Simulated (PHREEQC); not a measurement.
Dissolve 86 mmol/kgw HF, 74 mmol/kgw NH4HF2 and 0.00054 mmol/kgw H4SiO4 at 25 °C. Closed to the air; pH follows from the charge balance.

Model: ion-association model, phreeqc.dat, run in PHREEQC.

```csv
quantity,before,after
pH,2.65,2.83
ionic strength (mol/kgw),0.0767,0.0758
HF (mol/kgw),0.132,0.131
NH3 (mol/kgw),1.42e-8,1.08e-7
```

Task: Name the change that produced these shifts.
A) temperature from 25 to 50 °C
B) temperature from 25 to 80 °C
C) H4SiO4 from 5.4e-07 to 5.4e-08 mol/kgw
D) H4SiO4 replaced by Na2SiO3 at the same molality
E) H4SiO4 left out

Result: A, temperature from 25 to 50 °C

Precipitation was switched off in this run. At this temperature some constants are extrapolated from 25 °C, and those without enthalpy data are left unchanged. SiF6-2 is the database's only silicon fluoride.
